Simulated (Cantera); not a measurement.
# Low-pressure radical oxidation in H2/O2

A perfectly stirred reactor is fed with H₂ : O₂ = 0.031 : 1 (molar parts), equivalence ratio 0.015, at 10.00 Torr; it is held at 1425 K, and followed from long to short residence time.

Computed with Cantera and the H2/O2 subset of GRI-Mech 3.0, which has no nitrogen chemistry. Radical loss at walls, strong at low pressure, is not modelled.

```csv
τ (s),x H₂,x O₂,x H₂O₂,x H,x OH,x O,x H₂O
5.8,3.43e-5,0.967,1.05e-8,4.93e-5,0.00117,0.00188,0.0298
2.1,6.35e-5,0.965,1.43e-8,0.000127,0.00160,0.00354,0.0295
0.79,0.000111,0.962,1.83e-8,0.000297,0.00211,0.00623,0.0291
0.29,0.000186,0.958,2.23e-8,0.000634,0.00270,0.0103,0.0285
0.11,0.000288,0.953,2.55e-8,0.00112,0.00325,0.0150,0.0278
0.040,0.000442,0.948,2.81e-8,0.00165,0.00372,0.0192,0.0270
0.015,0.000719,0.945,3.08e-8,0.00205,0.00411,0.0214,0.0263
0.0055,0.00138,0.945,3.53e-8,0.00238,0.00460,0.0216,0.0252
0.0020,0.00301,0.946,4.29e-8,0.00266,0.00532,0.0199,0.0231
0.00075,0.00675,0.949,5.03e-8,0.00271,0.00597,0.0161,0.0190
```
x: mole fraction; the columns are a selection and need not sum to one.
